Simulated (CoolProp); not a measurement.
Vapour-liquid equilibrium of propylene (1) + R134a (2) at 327 K; x and y are mole fractions of (1).

The numbers come from the multi-fluid Helmholtz-energy mixture model, Lemmon 2013 and Tillner-Roth 1994; pair parameters Bell 2016 in CoolProp.

```json
[
 {"x": "0.05", "bubble pressure (MPa)": "___", "y at the bubble point": "0.102", "dew pressure at overall composition x (MPa)": "1.511", "liquid density (mol/L)": "10.55"},
 {"x": "0.125", "bubble pressure (MPa)": "1.749", "y at the bubble point": "___", "dew pressure at overall composition x (MPa)": "___", "liquid density (mol/L)": "10.44"},
 {"x": "0.2", "bubble pressure (MPa)": "1.895", "y at the bubble point": "0.318", "dew pressure at overall composition x (MPa)": "1.714", "liquid density (mol/L)": "10.33"},
 {"x": "0.275", "bubble pressure (MPa)": "2.018", "y at the bubble point": "0.395", "dew pressure at overall composition x (MPa)": "1.828", "liquid density (mol/L)": "10.23"},
 {"x": "0.35", "bubble pressure (MPa)": "2.121", "y at the bubble point": "0.460", "dew pressure at overall composition x (MPa)": "1.947", "liquid density (mol/L)": "10.14"},
 {"x": "0.425", "bubble pressure (MPa)": "2.205", "y at the bubble point": "0.519", "dew pressure at overall composition x (MPa)": "2.066", "liquid density (mol/L)": "10.07"},
 {"x": "0.5", "bubble pressure (MPa)": "2.271", "y at the bubble point": "0.572", "dew pressure at overall composition x (MPa)": "2.179", "liquid density (mol/L)": "10.03"},
 {"x": "0.575", "bubble pressure (MPa)": "2.322", "y at the bubble point": "0.625", "dew pressure at overall composition x (MPa)": "2.274", "liquid density (mol/L)": "10.02"},
 {"x": "0.65", "bubble pressure (MPa)": "2.356", "y at the bubble point": "0.677", "dew pressure at overall composition x (MPa)": "___", "liquid density (mol/L)": "10.04"},
 {"x": "0.725", "bubble pressure (MPa)": "2.373", "y at the bubble point": "___", "dew pressure at overall composition x (MPa)": "2.372", "liquid density (mol/L)": "___"},
 {"x": "0.8", "bubble pressure (MPa)": "2.370", "y at the bubble point": "0.791", "dew pressure at overall composition x (MPa)": "2.367", "liquid density (mol/L)": "10.20"},
 {"x": "0.875", "bubble pressure (MPa)": "2.343", "y at the bubble point": "0.858", "dew pressure at overall composition x (MPa)": "2.332", "liquid density (mol/L)": "___"},
 {"x": "0.95", "bubble pressure (MPa)": "2.286", "y at the bubble point": "___", "dew pressure at overall composition x (MPa)": "2.275", "liquid density (mol/L)": "10.53"}
]
```

Problem. Complete the blanks.

Solution. 
- 0.05, bubble pressure (MPa): 1.578
- 0.125, y at the bubble point: 0.223
- 0.125, dew pressure at overall composition x (MPa): 1.608
- 0.65, dew pressure at overall composition x (MPa): 2.341
- 0.725, y at the bubble point: 0.731
- 0.725, liquid density (mol/L): 10.10
- 0.875, liquid density (mol/L): 10.35
- 0.95, y at the bubble point: 0.937

y crosses x between x = 0.725 and 0.8: the model has an azeotrope there.

The pair parameters rest on a limited set of measurements; away from them the model extrapolates.
